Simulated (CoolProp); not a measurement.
Properties of normal hydrogen along the isobar 0.101 MPa.

Model: reference Helmholtz-energy equation of state, Leachman 2009, in CoolProp.

| T (°C) | phase | cp (kJ/(kg K)) | speed of sound (m/s) | isothermal compressibility (1/MPa) | expansivity (1/kK) | conductivity (mW/(m K)) | Prandtl number |
|---|---|---|---|---|---|---|---|
| -241.05 | gas | 10.75 | 464.4 | 10.19 | 33.56 | 25.8 | 0.677 |
| -213.55 | gas | 10.48 | 638.3 | 9.946 | 17.04 | 43.7 | 0.665 |
| -186.05 | gas | 10.89 | 761.9 | 9.909 | 11.54 | 60.4 | 0.671 |
| -158.55 | gas | 11.65 | 856.8 | 9.899 | 8.746 | 77.7 | 0.682 |
| -131.05 | gas | 12.41 | 938.2 | 9.896 | 7.044 | 95.9 | 0.687 |
| -103.55 | gas | 13.03 | 1013 | 9.895 | 5.898 | 114 | 0.688 |
| -75.95 | gas | 13.50 | 1083 | 9.894 | 5.071 | 131 | 0.687 |
| -48.45 | gas | 13.83 | 1150 | 9.894 | 4.450 | 147 | 0.686 |
| -20.95 | gas | 14.07 | 1214 | 9.895 | 3.964 | 163 | 0.686 |
| 6.55 | gas | 14.23 | 1275 | 9.895 | 3.574 | 177 | 0.686 |
| 34.05 | gas | 14.34 | 1335 | 9.895 | 3.254 | 190 | 0.685 |

Viscosity comes from a separate model (Muzny 2013). Thermal conductivity comes from a separate model (Assael 2011).
